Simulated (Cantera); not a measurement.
A perfectly stirred reactor is fed with 4.49 % CH4, 1.71 % H2, 19.7 % O2, 74.1 % N2, equivalence ratio 0.50, at 0.987 atm; it is adiabatic with a 575 K inlet, and is followed from long to short residence time, starting on the burning branch (τ in s: 0.087, 0.032, 0.012, 0.0044, 0.0016, 0.00061, 0.00023, 8.4e-05, 3.1e-05, 1.1e-05, 4.3e-06).

Detailed kinetics in Cantera: GRI-Mech 3.0 (53 species, 325 reactions).

### Question
Predict: blow-out, bracketed by the residence times tried; x(CH4) at τ = 87.0 ms; x(H2) at τ = 87.0 ms; x(O2) at τ = 87.0 ms; x(NO) at τ = 87.0 ms; x(CH4) at τ = 0.610 ms; x(H2) at τ = 0.610 ms; x(O2) at τ = 0.610 ms; x(NO) at τ = 0.610 ms.

### Answer
```json
{
 "blow_out_bracketed_by_the_residence_times_tried": "burning at 0.230 ms, out at 84.0 µs",
 "x(CH4) at τ = 87.0 ms": "1.16e-5",
 "x(H2) at τ = 87.0 ms": "8.16e-5",
 "x(O2) at τ = 87.0 ms": "0.0991",
 "x(NO) at τ = 87.0 ms": "8.60e-6",
 "x(CH4) at τ = 0.610 ms": "0.000326",
 "x(H2) at τ = 0.610 ms": "0.00173",
 "x(O2) at τ = 0.610 ms": "0.102",
 "x(NO) at τ = 0.610 ms": "3.43e-6"
}
```
